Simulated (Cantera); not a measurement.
Mixture: H2 : O2 : N2 = 1 : 0.357 : 1.34 (molar parts), at 9.87 atm, adiabatic and at constant volume. Ignition delay is the time to a rise of 400 K.

Cantera simulation using GRI-Mech 3.0 (53 species, 325 reactions); the numbers are that mechanism's predictions, not measurements. The hydrogen kinetics of GRI-Mech 3.0 are dated; newer H2 mechanisms differ, most at raised pressure. Where the delays flatten at high temperature, the 400 K rule measures the pace of heat release, not the induction time.

```json
[
 {"quantity": "delay at 1150 K", "before": "0.230 ms", "after": "0.269 ms"},
 {"quantity": "delay at 1300 K", "before": "5.11 µs", "after": "6.40 µs"},
 {"quantity": "delay at 1450 K", "before": "1.76 µs", "after": "2.30 µs"},
 {"quantity": "delay at 1600 K", "before": "1.00 µs", "after": "1.33 µs"},
 {"quantity": "delay at 1750 K", "before": "0.680 µs", "after": "0.920 µs"}
]
```

Problem. What was changed between the two runs?
A) N2 1.34 to 2.1 parts
B) pressure from 9.87 atm to 0.987 atm
C) N2 1.34 to 0.9 parts
D) pressure from 9.87 atm to 11.8 atm

Solution. A, N2 1.34 to 2.1 parts
